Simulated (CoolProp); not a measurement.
Values from CoolProp's reference Helmholtz-energy equation of state, Lemmon 2006. It is a short technical equation, of lower accuracy than the large ones.

Q: For isopentane, give the phase and the Z, cv (kJ/(kg K)), speed of sound (m/s), isothermal compressibility (1/MPa) at 423.3 K and 3.38 MPa.

A: 
- 423.3 K and 3.38 MPa: liquid; Z 0.151, cv 2.24, speed of sound 407, isothermal compressibility 0.0187
